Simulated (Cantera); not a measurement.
An adiabatic, constant-volume homogeneous reactor starts with CO : H2 : O2 : N2 = 1 : 0.071 : 0.754 : 2.84 (molar parts), equivalence ratio 0.71, at 1748 K and 0.440 bar.

Detailed kinetics in Cantera: GRI-Mech 3.0 (53 species, 325 reactions).

x: mole fraction; the columns are a selection and need not sum to one.

```csv
t (s),T (K),P (bar),x CO,x H2,x O2,x H2O2,x NO,x O,x NO2
1.00e-5,1748,0.440,0.214,0.0152,0.162,1.05e-9,3.25e-12,7.39e-6,<1e-12
2.69e-5,1748,0.440,0.214,0.0145,0.161,?,3.18e-10,?,<1e-12
7.25e-5,1814,0.456,0.175,0.000898,0.118,6.70e-8,1.53e-6,0.0351,4.18e-10
0.000195,2018,0.502,0.126,0.00109,0.0850,3.47e-8,3.76e-5,0.0571,8.55e-9
0.000525,2326,0.569,0.117,0.00118,0.0869,1.92e-8,0.000332,0.0411,7.84e-8
0.00141,2696,0.644,?,?,0.0838,1.82e-8,?,?,?
0.00381,2790,0.661,0.0904,0.000895,0.0769,2.62e-8,0.0160,0.0182,5.30e-6
0.0102,2789,0.660,0.0901,0.000897,0.0753,2.61e-8,0.0195,0.0176,6.44e-6
0.0276,2789,0.660,0.0900,0.000897,0.0752,2.61e-8,0.0196,0.0176,6.46e-6
0.0743,2789,0.660,0.0900,0.000897,0.0752,2.61e-8,0.0196,0.0176,6.46e-6
0.200,2789,0.660,0.0900,0.000897,0.0752,2.61e-8,0.0196,0.0176,6.46e-6
```

Problem. Some entries are withheld; supply them.

Solution. 
- 2.69e-5, x H2O2: 6.82e-9
- 2.69e-5, x O: 0.000493
- 0.00141, x CO: 0.0982
- 0.00141, x H2: 0.000977
- 0.00141, x NO: 0.00422
- 0.00141, x O: 0.0236
- 0.00141, x NO2: 1.33e-6
